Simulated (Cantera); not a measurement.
**Sublimation and decomposition of ceramics: Si3N4 + Si + H2**

A closed system holds: 1 mol Si3N4, 0.027 mol Si, 3.2 mol H2, at 1175 °C and 1.00 bar.

Cantera equilibrium calculation (NASA polynomials, part measured and part estimated; ideal gas, pure solids and liquids). Candidate condensed phases: Si, Si3N4; 18 gas species. Mutual solubility and eutectic melting of coexisting phases are not modelled. Rates play no part.

| Item | Result |
|---|---|
| x(H2) | 1.000 |
| x(N2) | 1.65e-5 |
| x(H) | 9.23e-6 |
| n(Si(s)) | 0.0271 mol |
| n(Si3N4(s)) | 1.000 mol |
| gas amount | 3.200 mol |
